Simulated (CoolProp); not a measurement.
Properties of tetradecamethylhexasiloxane (MD4M) along the isotherm 342.4 K (Tc = 653.2 K, pc = 0.8286 MPa, ω = 0.800).

Model: reference Helmholtz-energy equation of state, Thol 2019, in CoolProp.

```json
[
 {"p (MPa)": "0.104", "phase": "liquid", "Z": "0.01987", "cp (kJ/(kg K))": "1.815", "cv (kJ/(kg K))": "1.554", "speed of sound (m/s)": "819.4", "isothermal compressibility (1/MPa)": "0.002060", "fugacity coefficient": "0.0003858"},
 {"p (MPa)": "0.207", "phase": "liquid", "Z": "0.03954", "cp (kJ/(kg K))": "1.815", "cv (kJ/(kg K))": "1.554", "speed of sound (m/s)": "820.3", "isothermal compressibility (1/MPa)": "0.002055", "fugacity coefficient": "0.0001977"},
 {"p (MPa)": "0.311", "phase": "liquid", "Z": "0.05939", "cp (kJ/(kg K))": "1.815", "cv (kJ/(kg K))": "1.555", "speed of sound (m/s)": "821.2", "isothermal compressibility (1/MPa)": "0.002050", "fugacity coefficient": "0.0001342"},
 {"p (MPa)": "0.414", "phase": "liquid", "Z": "0.07904", "cp (kJ/(kg K))": "1.814", "cv (kJ/(kg K))": "1.555", "speed of sound (m/s)": "822.1", "isothermal compressibility (1/MPa)": "0.002045", "fugacity coefficient": "0.0001028"},
 {"p (MPa)": "0.518", "phase": "liquid", "Z": "0.09888", "cp (kJ/(kg K))": "1.814", "cv (kJ/(kg K))": "1.555", "speed of sound (m/s)": "823.0", "isothermal compressibility (1/MPa)": "0.002040", "fugacity coefficient": "8.384e-5"},
 {"p (MPa)": "0.621", "phase": "liquid", "Z": "0.1185", "cp (kJ/(kg K))": "1.814", "cv (kJ/(kg K))": "1.555", "speed of sound (m/s)": "823.9", "isothermal compressibility (1/MPa)": "0.002035", "fugacity coefficient": "7.132e-5"},
 {"p (MPa)": "0.725", "phase": "liquid", "Z": "0.1383", "cp (kJ/(kg K))": "1.814", "cv (kJ/(kg K))": "1.555", "speed of sound (m/s)": "824.8", "isothermal compressibility (1/MPa)": "0.002030", "fugacity coefficient": "6.231e-5"},
 {"p (MPa)": "0.829", "phase": "liquid", "Z": "0.1581", "cp (kJ/(kg K))": "1.814", "cv (kJ/(kg K))": "1.555", "speed of sound (m/s)": "825.7", "isothermal compressibility (1/MPa)": "0.002025", "fugacity coefficient": "5.559e-5"},
 {"p (MPa)": "0.932", "phase": "liquid", "Z": "0.1778", "cp (kJ/(kg K))": "1.814", "cv (kJ/(kg K))": "1.555", "speed of sound (m/s)": "826.6", "isothermal compressibility (1/MPa)": "0.002020", "fugacity coefficient": "5.043e-5"},
 {"p (MPa)": "1.04", "phase": "liquid", "Z": "0.1983", "cp (kJ/(kg K))": "1.814", "cv (kJ/(kg K))": "1.555", "speed of sound (m/s)": "827.5", "isothermal compressibility (1/MPa)": "0.002015", "fugacity coefficient": "4.613e-5"},
 {"p (MPa)": "1.14", "phase": "liquid", "Z": "0.2173", "cp (kJ/(kg K))": "1.814", "cv (kJ/(kg K))": "1.555", "speed of sound (m/s)": "828.3", "isothermal compressibility (1/MPa)": "0.002010", "fugacity coefficient": "4.289e-5"},
 {"p (MPa)": "1.24", "phase": "liquid", "Z": "0.2363", "cp (kJ/(kg K))": "1.813", "cv (kJ/(kg K))": "1.555", "speed of sound (m/s)": "829.2", "isothermal compressibility (1/MPa)": "0.002005", "fugacity coefficient": "4.019e-5"}
]
```
